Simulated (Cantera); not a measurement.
**Silicon oxide and oxynitride deposition: SiF₄ + N₂O + H₂**

Input: 1 mol SiF₄, a varied amount of N₂O, 0.16 mol H₂, equilibrated at 1773.15 K and 0.240 bar.

Equilibrium computed with Cantera from the NASA thermochemical tables; the gas is ideal and each condensed phase is pure. Candidate condensed phases: H₂O, Si, SiO₂, Si₂N₂O, Si₃N₄; 58 gas species. The tables' values for SiF₃ are old estimates; treat these amounts as uncertain. The tables hold silica as quartz up to 1696 K and as liquid above; real silica turns to tridymite and cristobalite and melts near 1996 K. Kinetics and transport are ignored.

```
n(N₂O) (mol)   x N₂  x SiF₄    x O₂     x HF      x NO     x H₂O       x O  n SiO₂(condensed)
------------  -----  ------  ------  -------  --------  --------  --------  -----------------
0.19          0.132   0.639  0.0102    0.215  0.000341   0.00341   1.94e-5             0.0775
0.41          0.231   0.520  0.0699    0.175   0.00118   0.00252   5.07e-5             0.0777
0.89          0.356   0.370   0.145    0.125   0.00212   0.00152   7.32e-5             0.0780
1.9           0.472   0.230   0.215   0.0782   0.00297  0.000754   8.91e-5             0.0784
4             0.557   0.129   0.266   0.0440   0.00359  0.000319   9.90e-5             0.0788
8.7           0.610  0.0648   0.298   0.0223   0.00397  0.000115  0.000105             0.0791
19            0.638  0.0310   0.315   0.0107   0.00418   3.84e-5  0.000108             0.0794
40            0.652  0.0150   0.323  0.00520   0.00428   1.30e-5  0.000109             0.0796
```
x: gas mole fraction; n: condensed amount in mol.

From 0.19 mol N₂O to 40 mol N₂O the condensed part is SiO₂(condensed). The main Si-bearing gas is SiF₄ throughout.
